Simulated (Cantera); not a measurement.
A Cantera script and its output.

```python
import numpy as np
import cantera as ct

gas = ct.Solution("h2o2.yaml")
gas.TP = 300, 160000
flame = ct.CounterflowDiffusionFlame(gas, width=0.02)
flame.fuel_inlet.X, flame.fuel_inlet.T = {'H2': 1, 'N2': 0.27}, 350
flame.oxidizer_inlet.X, flame.oxidizer_inlet.T = {'O2': 0.19, 'N2': 0.81}, 775
flame.set_refine_criteria(ratio=3, slope=0.12, curve=0.24, prune=0.03)
show = ['OH', 'H', 'H2O', 'HO2']

rows = []
print(f"{'mdot':>8s}{'a_max':>10s}{'a_mean':>10s}{'Tmax/K':>9s}" + "".join(f"{s:>11s}" for s in show) + "   (peak mole fractions)")
for i, mdot in enumerate([0.96, 1.3, 1.7, 2.2, 2.9, 3.8, 5, 6.6, 8.7]):  # kg/m2/s on the oxidiser side
    flame.oxidizer_inlet.mdot, flame.fuel_inlet.mdot = mdot, 0.66 * mdot
    flame.solve(loglevel=0, auto=(i == 0))
    if flame.T.max() < max(350, 775) + 100:
        print(f"{mdot:8.3g}  no burning solution found from the previous one")
        break
    dT = np.abs(np.gradient(flame.T, flame.grid))
    rows.append([flame.strain_rate("max"), flame.strain_rate("mean"), flame.T.max(),
                 *(flame.X[gas.species_index(s)].max() for s in show), max(dT[0], dT[-1]) / dT.max()])
    print(f"{mdot:8.3g}{rows[-1][0]:10.1f}{rows[-1][1]:10.1f}{rows[-1][2]:9.1f}" + "".join(f"{x:11.3e}" for x in rows[-1][3:-1]))
```

Output:

```
    mdot     a_max    a_mean   Tmax/K         OH          H        H2O        HO2   (peak mole fractions)
    0.96     518.8     143.6   2464.4  1.684e-02  1.126e-02  2.558e-01  2.692e-05
     1.3     679.5     194.4   2435.6  1.725e-02  1.255e-02  2.538e-01  3.414e-05
     1.7     856.3     254.2   2404.6  1.752e-02  1.384e-02  2.519e-01  4.169e-05
     2.2    1085.9     329.0   2370.6  1.769e-02  1.518e-02  2.501e-01  4.965e-05
     2.9    1409.4     433.7   2332.5  1.784e-02  1.680e-02  2.480e-01  5.896e-05
     3.8    1820.3     568.3   2293.9  1.793e-02  1.856e-02  2.460e-01  6.873e-05
       5    2366.0     747.8   2251.2  1.787e-02  2.041e-02  2.438e-01  7.960e-05
     6.6    3089.9     987.1   2211.3  1.795e-02  2.252e-02  2.420e-01  9.093e-05
     8.7    4020.0    1301.2   2168.5  1.785e-02  2.479e-02  2.398e-01  1.027e-04
```

Model: the H2/O2 subset of GRI-Mech 3.0, which has no nitrogen chemistry, integrated in Cantera. The maximum strain rate includes the flame's own expansion and is several times the mean.
